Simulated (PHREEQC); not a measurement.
Consider water at 25 °C with 0.015 mol/kgw H3PO4, 0.0004 mol/kgw HNO3 and 6.9e-05 mol/kgw ZnSO4. Closed to the air; pH follows from the charge balance.

Model: ion-association model, wateq4f.dat, run in PHREEQC.

This is a speciation only: nothing precipitates in the calculation.

**Question.** What pH does the model give?

**Answer.** pH 2.14.

**Question.** In which forms is P present?

**Answer.** H2PO4- 50 %, H3PO4 49 % of the P.

H3PO4, which wateq4f.dat lacks, is added to it with the constant of phreeqc.dat. The database has no phosphate complexes of Zn.
